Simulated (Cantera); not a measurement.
Feed: 1 mol SiH2Cl2, 20 mol NH3, 4.7 mol N2, at 1350 °C and 26.0 Pa.

These are equilibrium values from Cantera (NASA tables, ideal gas, pure condensed phases), not measurements of a reactor. Candidate condensed phases: NH4Cl, Si, Si3N4; 28 gas species. The tables' values for SiCl are old estimates; treat these amounts as uncertain. Equilibrium is a limit: real reactors are often held back by kinetics, nucleation or transport.

Base state: H2 0.645, N2 0.314, HCl 0.0316, SiCl2 0.00543, H 0.00345, Si 0.000604, Cl 0.000133, SiCl 0.000106 (mole fractions); condensed: Si(s).

Task: What changes in the equilibrium state with this change: pressure from 26.0 Pa to 49.0 Pa?

Result: 
```tsv
species	before	after
H2	0.645	0.646
N2	0.314	0.314
HCl	0.0316	0.0317
H	0.00345	0.00251
Si	0.000604	0.000320
SiCl2	0.00543	0.00544
SiH	1.57e-5	1.14e-5
SiCl	0.000106	7.74e-5
Si(s), mol	0.711	0.725
```

Task: What changes in the equilibrium state with this change: NH3 from 20 to 0.16 mol?

Result: 
```json
[
 {"species": "N2", "before": "0.314", "after": "0.680"},
 {"species": "H2", "before": "0.645", "after": "0.142"},
 {"species": "SiCl2", "before": "0.00543", "after": "0.108"},
 {"species": "HCl", "before": "0.0316", "after": "0.0663"},
 {"species": "SiCl3", "before": "4.14e-6", "after": "0.000367"},
 {"species": "Cl", "before": "0.000133", "after": "0.000594"},
 {"species": "SiCl", "before": "0.000106", "after": "0.000473"},
 {"species": "SiH", "before": "1.57e-5", "after": "7.36e-6"},
 {"species": "Si(s), mol", "before": "0.711", "after": "0.230"}
]
```
The tables' values for SiCl, SiCl3 are old estimates; treat these amounts as uncertain.
